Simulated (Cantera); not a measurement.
Charge: 1 mol C₂F₆, 0.17 mol H₂, at 2098 K and 2.70e-5 bar.

These are equilibrium values from Cantera (NASA tables, ideal gas, pure condensed phases), not measurements of a reactor. The feed counts by its element totals alone. Equilibrium is a limit: real reactors are often held back by kinetics, nucleation or transport.

```
species             before    after
----------------  --------  -------
F                    0.868    0.719
CF₂                 0.0648    0.197
HF                  0.0604   0.0694
CF₄               0.000195  0.00802
CF₃               0.000125  0.00140
C₃                 1.02e-5  2.30e-6
H                  1.47e-5  4.58e-6
CF                 0.00638  0.00528
C(graphite), mol      1.60    0.961
```
Gas species are given as mole fractions.

Problem. What was changed between the two runs?
A) pressure from 2.70e-5 bar to 0.000120 bar
B) H₂ from 0.17 to 7 mol
C) temperature from 2098 K to 2748.15 K
D) H₂ from 0.17 to 3.1 mol

Solution. A, pressure from 2.70e-5 bar to 0.000120 bar. Gases not in the tables: C₂F₆ and larger saturated fluorocarbons
